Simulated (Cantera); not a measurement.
Mixture: CO : H2 : O2 : N2 = 1 : 0.13 : 0.807 : 5.65 (molar parts), at 4.20 bar, adiabatic and at constant pressure. Ignition delay is the time to a rise of 400 K.

Model: GRI-Mech 3.0 (53 species, 325 reactions), integrated in Cantera. The hydrogen kinetics of GRI-Mech 3.0 are dated; newer H2 mechanisms differ, most at raised pressure. Where the delays flatten at high temperature, the 400 K rule measures the pace of heat release, not the induction time.

Problem. Predict: delay at 1250 K; delay at 1450 K; delay at 1650 K; delay at 1850 K.

Solution. 
```
Item              Result
---------------  -------
delay at 1250 K  55.9 µs
delay at 1450 K  29.3 µs
delay at 1650 K  24.0 µs
delay at 1850 K  25.1 µs
```
